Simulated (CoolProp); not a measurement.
Model: reference Helmholtz-energy equation of state, Lemmon 2013, in CoolProp.

Question: For propylene, give the phase and the cp (kJ/(kg K)), cv (kJ/(kg K)), speed of sound (m/s), viscosity (µPa s) at 192.7 K and 9.29 bar; 217.3 K and 9.29 bar; 364.9 K and 9.29 bar.

Answer: 
- 192.7 K and 9.29 bar: liquid; cp 2.10, cv 1.34, speed of sound 1400, viscosity 296
- 217.3 K and 9.29 bar: liquid; cp 2.16, cv 1.36, speed of sound 1250, viscosity 217
- 364.9 K and 9.29 bar: gas; cp 1.88, cv 1.61, speed of sound 269, viscosity 10.7

Viscosity comes from a separate model (Huber 2003), an estimate that may be off by 10 % or more.
